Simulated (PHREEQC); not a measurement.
Synthetic water in mg/L, 25 °C, pH 2.22, pe 9.2:

```csv
constituent,mg/L
Na,742
K,738
Ca,361
Mg,99.9
Cl,762
S(6) as SO4,3180
Zn,53.7
Mn(2),105
F,1.78
Li,4
Br,180
```

Valence states are taken as typed.

Equilibrium calculation in PHREEQC: ion-association model, phreeqc.dat.

Each row changes one thing in this solution. Precipitation was switched off in this run.

| case | ionic strength (mol/kgw) | Mn+2 (mol/kgw) | MnSO4 (mol/kgw) | HF (mol/kgw) | MnCl+ (mol/kgw) | F- (mol/kgw) | SI of Gypsum (CaSO4:2H2O) | SI of Fluorite (CaF2) |
|---|---|---|---|---|---|---|---|---|
| as made | 0.105 | 0.00125 | 0.000629 | 8.12e-5 | 4.25e-5 | 1.21e-5 | -0.19 | -2.11 |
| F from 1.78 to 0.89 mg/L | 0.105 | 0.00125 | 0.000629 | 4.06e-5 | 4.25e-5 | 6.07e-6 | -0.19 | -2.71 |
| Mn(2) from 105 to 210 mg/L | 0.107 | 0.00253 | 0.00123 | 8.11e-5 | 8.52e-5 | 1.22e-5 | -0.20 | -2.11 |
